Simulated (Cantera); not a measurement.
A closed system holds: 1 mol CuO, 1.1 mol HF, 0.35 mol N₂, held at 1225 K and 0.120 bar.

Equilibrium computed with Cantera from the NASA thermochemical tables; the gas is ideal and each condensed phase is pure. Candidate condensed phases: Cu, CuF₂, CuO, Cu(OH)₂, Cu₂O, H₂O; 45 gas species. Equilibrium is a limit: real reactors are often held back by kinetics, nucleation or transport.

Base state: HF 0.644, N₂ 0.206, O₂ 0.147, H₂O 0.00141, CuF 0.00102, CuF₂ 0.000900, NO 0.000101 (mole fractions); condensed: Cu₂O(s).

Task: What changes in the equilibrium state with this change: temperature from 1225 K to 900 K?

Result: 
```csv
species,before,after
HF,0.644,0.757
N₂,0.206,0.242
H₂O,0.00141,0.00117
O₂,0.147,3.00e-5
CuF₂,0.000900,3.33e-6
NO,0.000101,6.11e-8
CuF,0.00102,6.30e-7
"Cu₂O(s), mol",0.498,8.66e-5
"CuF₂(s), mol",0,0.00170
"CuO(s), mol",0,0.998
```
